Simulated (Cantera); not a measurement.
An adiabatic, constant-volume homogeneous reactor starts with CH4 : O2 : N2 = 1 : 1.11 : 4.18 (molar parts), at 1200 K and 1.50 bar.

Model: GRI-Mech 3.0 (53 species, 325 reactions), integrated in Cantera.

x: mole fraction; the columns are a selection and need not sum to one.

```json
[
 {"t (s)": "2.00e-6", "T (K)": "1200", "P (bar)": "1.50", "x CH4": "0.159", "x O2": "0.176", "x H2O": "1.94e-11", "x CH3": "3.98e-9", "x N2O": "<1e-12", "x C2H": "<1e-12", "x H": "1.28e-11"},
 {"t (s)": "8.73e-6", "T (K)": "1200", "P (bar)": "1.50", "x CH4": "0.159", "x O2": "0.176", "x H2O": "2.15e-10", "x CH3": "1.76e-8", "x N2O": "<1e-12", "x C2H": "<1e-12", "x H": "1.47e-11"},
 {"t (s)": "3.81e-5", "T (K)": "1200", "P (bar)": "1.50", "x CH4": "0.159", "x O2": "0.176", "x H2O": "3.23e-9", "x CH3": "7.95e-8", "x N2O": "<1e-12", "x C2H": "<1e-12", "x H": "2.33e-11"},
 {"t (s)": "0.000166", "T (K)": "1200", "P (bar)": "1.50", "x CH4": "0.159", "x O2": "0.176", "x H2O": "8.17e-8", "x CH3": "4.16e-7", "x N2O": "<1e-12", "x C2H": "<1e-12", "x H": "8.07e-11"},
 {"t (s)": "0.000725", "T (K)": "1200", "P (bar)": "1.50", "x CH4": "0.159", "x O2": "0.176", "x H2O": "2.75e-6", "x CH3": "3.25e-6", "x N2O": "3.89e-12", "x C2H": "<1e-12", "x H": "7.32e-10"},
 {"t (s)": "0.00316", "T (K)": "1200", "P (bar)": "1.50", "x CH4": "0.159", "x O2": "0.176", "x H2O": "…", "x CH3": "…", "x N2O": "2.53e-11", "x C2H": "<1e-12", "x H": "…"},
 {"t (s)": "0.0138", "T (K)": "1203", "P (bar)": "1.50", "x CH4": "0.158", "x O2": "0.176", "x H2O": "…", "x CH3": "…", "x N2O": "2.31e-10", "x C2H": "<1e-12", "x H": "…"},
 {"t (s)": "0.0602", "T (K)": "2680", "P (bar)": "3.85", "x CH4": "3.84e-11", "x O2": "6.32e-5", "x H2O": "0.145", "x CH3": "5.02e-11", "x N2O": "4.32e-8", "x C2H": "<1e-12", "x H": "0.00959"},
 {"t (s)": "0.263", "T (K)": "2680", "P (bar)": "3.85", "x CH4": "3.84e-11", "x O2": "6.32e-5", "x H2O": "0.145", "x CH3": "5.02e-11", "x N2O": "4.32e-8", "x C2H": "<1e-12", "x H": "0.00959"},
 {"t (s)": "1.15", "T (K)": "2680", "P (bar)": "3.85", "x CH4": "3.84e-11", "x O2": "6.32e-5", "x H2O": "0.145", "x CH3": "5.02e-11", "x N2O": "4.32e-8", "x C2H": "<1e-12", "x H": "0.00959"},
 {"t (s)": "5.00", "T (K)": "2680", "P (bar)": "3.85", "x CH4": "3.84e-11", "x O2": "6.32e-5", "x H2O": "0.145", "x CH3": "5.02e-11", "x N2O": "4.32e-8", "x C2H": "<1e-12", "x H": "0.00959"}
]
```

Task: What belongs in the gaps?

Result: 
- 0.00316, x H2O: 4.44e-5
- 0.00316, x CH3: 8.37e-6
- 0.00316, x H: 2.08e-9
- 0.0138, x H2O: 0.000424
- 0.0138, x CH3: 1.34e-5
- 0.0138, x H: 7.75e-9
